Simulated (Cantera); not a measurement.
**Moist CO burnout**

An isothermal, constant-pressure homogeneous reactor starts with CO : O₂ : H₂O : N₂ = 0.0028 : 0.002 : 0.0086 : 1 (molar parts), equivalence ratio 0.70, at 950 K and 2.30 bar.

Model: GRI-Mech 3.0 (53 species, 325 reactions), integrated in Cantera.

| t (s) | x CO | x O₂ | x H₂O | x NO | x OH | x N₂O |
|---|---|---|---|---|---|---|
| 1.00e-6 | 0.00276 | 0.00197 | 0.00849 | <1e-12 | <1e-12 | <1e-12 |
| 5.01e-6 | 0.00276 | 0.00197 | 0.00849 | <1e-12 | <1e-12 | <1e-12 |
| 2.51e-5 | 0.00276 | 0.00197 | 0.00849 | <1e-12 | <1e-12 | <1e-12 |
| 0.000126 | 0.00276 | 0.00197 | 0.00849 | <1e-12 | <1e-12 | <1e-12 |
| 0.000631 | 0.00276 | 0.00197 | 0.00849 | <1e-12 | <1e-12 | <1e-12 |
| 0.00316 | 0.00276 | 0.00197 | 0.00849 | <1e-12 | <1e-12 | <1e-12 |
| 0.0158 | 0.00276 | 0.00197 | 0.00849 | <1e-12 | 1.06e-12 | <1e-12 |
| 0.0794 | 0.00276 | 0.00197 | 0.00849 | <1e-12 | 5.79e-12 | <1e-12 |
| 0.398 | 0.00276 | 0.00197 | 0.00849 | <1e-12 | 1.07e-9 | 1.28e-10 |
| 2.00 | 0.00257 | 0.00188 | 0.00848 | <1e-12 | 6.45e-9 | 1.01e-8 |
| 10.0 | 0.00171 | 0.00146 | 0.00847 | 1.39e-11 | 6.63e-9 | 5.39e-8 |
x: mole fraction; the columns are a selection and need not sum to one.

Equilibrium at this temperature and pressure: CO <1e-12, O₂ 0.000592, H₂O 0.00850, NO 1.05e-6, OH 2.25e-9, N₂O 1.55e-10 (gas phase only).
